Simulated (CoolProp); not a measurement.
A Linde-Hampson liquefier for dry air: isothermal reversible compression at 200 K from 1 atm to 15 MPa, throttling to 1 atm, return gas leaving the recuperator 0 K below the feed. Each further row changes one setting.

Model: reference Helmholtz-energy equation of state, Lemmon 2000, in CoolProp. It is a pseudo-pure fit of the blend.

| case | liquid yield per pass | compression work (kJ/kg of gas) |
|---|---|---|
| as stated | … | 270 |
| high pressure 30 MPa | … | … |
| warm-end temperature 230 K | … | … |
| warm-end gap 5 K | … | 270 |

**Question.** Complete the blanks.

**Answer.** 
- as stated, liquid yield per pass: 0.217
- high pressure 30 MPa, liquid yield per pass: 0.279
- high pressure 30 MPa, compression work (kJ/kg of gas): 305
- warm-end temperature 230 K, liquid yield per pass: 0.144
- warm-end temperature 230 K, compression work (kJ/kg of gas): 320
- warm-end gap 5 K, liquid yield per pass: 0.205
